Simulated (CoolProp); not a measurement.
Ethanol along the isobar 34800 kPa: density (kg/m³) from the reference equation and from simpler models built on Tc = 241.6 °C, pc = 6268 kPa, ω = 0.644; each cubic takes its own stable root.

The numbers come from the reference Helmholtz-energy equation of state, Schroeder 2014 in CoolProp.

```tsv
T (°C)	phase	reference	Redlich-Kwong	Soave-Redlich-Kwong	Peng-Robinson
65.55	liquid	781.7	623.7	656.8	736.8
78.85	liquid	___	614.4	647.4	726.4
92.15	liquid	760.7	605.0	637.6	715.5
105.45	liquid	749.6	595.3	___	704.0
118.75	liquid	738.1	585.4	616.2	___
132.05	liquid	725.9	___	604.7	678.7
145.35	liquid	___	565.1	592.6	665.0
158.65	liquid	699.7	___	579.9	650.5
171.95	liquid	___	544.2	566.6	635.2
185.25	liquid	670.5	533.5	552.6	619.1
```

Q: What belongs in the gaps?

A: 
- 78.85, reference: 771.3
- 105.45, Soave-Redlich-Kwong: 627.2
- 118.75, Peng-Robinson: 691.7
- 132.05, Redlich-Kwong: 575.4
- 145.35, reference: 713.2
- 158.65, Redlich-Kwong: 554.7
- 171.95, reference: 685.4
